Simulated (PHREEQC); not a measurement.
A PHREEQC input (ion-association model, wateq4f.dat):

```
SOLUTION 1
  temp 20
  units mg/kgw
  pH 7.84
  pe 9
  Na 3160
  K 80.2
  Ca 75.6
  Mg 332
  Cl 5790
  S(6) 301 as S
  Alkalinity 119 as HCO3
  B 7.11
  Sr 22.4
  Ni 11.4
END
USE solution 1
EQUILIBRIUM_PHASES 1
  Quartz 0 0.5
  CO2(g) -2.5 10
END
```

The run finishes without an error or a warning.

Its last state differs from that of the intended input:

```
quantity                   as run  intended
-----------------------  --------  --------
pH                           7.35      7.34
SO4-2 (mol/kgw)           0.00633   0.00207
MgSO4 (mol/kgw)           0.00156  0.000564
NaSO4- (mol/kgw)          0.00125  0.000414
CaSO4 (mol/kgw)          0.000190   6.81e-5
SrSO4 (mol/kgw)           2.51e-5   8.97e-6
SI of Quartz (SiO2)         -0.00     +0.00
SI of Magnesite (MgCO3)     -0.40     -0.37
```

Question: One thing in the input isn't as intended. What explains the difference?

Answer: Several could match; the one computed here: The fault: sulfate typed 'as S' though the number is for SO4. The line should read `as SO4` where the input has `as S`.
